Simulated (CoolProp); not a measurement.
A Linde-Hampson liquefier for nitrogen: isothermal reversible compression at 290 K from 1 atm to 40 MPa, throttling to 1 atm, return gas leaving the recuperator 10 K below the feed. Each further row changes one setting.

The numbers come from the reference Helmholtz-energy equation of state, Span 2000 in CoolProp.

| case | liquid yield per pass | compression work (kJ/kg of gas) |
|---|---|---|
| as stated | 0.080 | 522 |
| high pressure 80 MPa | 0.040 | 610 |
| warm-end temperature 320 K | 0.053 | 580 |
| warm-end gap 15 K | 0.068 | 522 |
